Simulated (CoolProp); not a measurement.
Cyclopropane along the isotherm 278 K: density (kg/m³) from the reference equation and from simpler models built on Tc = 398.7 K, pc = 5605 kPa, ω = 0.131; each cubic takes its own stable root.

The numbers come from the reference Helmholtz-energy equation of state, Polt 1992 in CoolProp. This equation is an older, rougher fit; its heat capacities, sound speeds and derivatives of the liquid may be far off and weren't checked against measurements.

| p (kPa) | phase | reference |
|---|---|---|
| 200 | gas | 3.800 |
| 601 | liquid | 649.5 |
| 801 | liquid | 649.8 |
| 1000 | liquid | 650.2 |
| 1200 | liquid | 650.5 |
| 1400 | liquid | 650.9 |
| 1600 | liquid | 651.2 |
| 1800 | liquid | 651.5 |
| 2000 | liquid | 651.9 |
| 2200 | liquid | 652.2 |
| 2400 | liquid | 652.6 |
| 2600 | liquid | 652.9 |
| 2800 | liquid | 653.2 |

How far does each simpler model (van der Waals, Redlich-Kwong, Soave-Redlich-Kwong) lie from the reference over these 13 states: mean and median of the absolute difference, and the worst?


- van der Waals: mean 48.3 %, median 37.2 %, worst -98.2 % at 278 K and 601 kPa
- Redlich-Kwong: mean 8.2 %, median 8.8 %, worst -9.0 % at 278 K and 601 kPa
- Soave-Redlich-Kwong: mean 6.9 %, median 7.4 %, worst -7.6 % at 278 K and 601 kPa

At some of these states van der Waals gives the other phase, because its saturation line lies elsewhere.
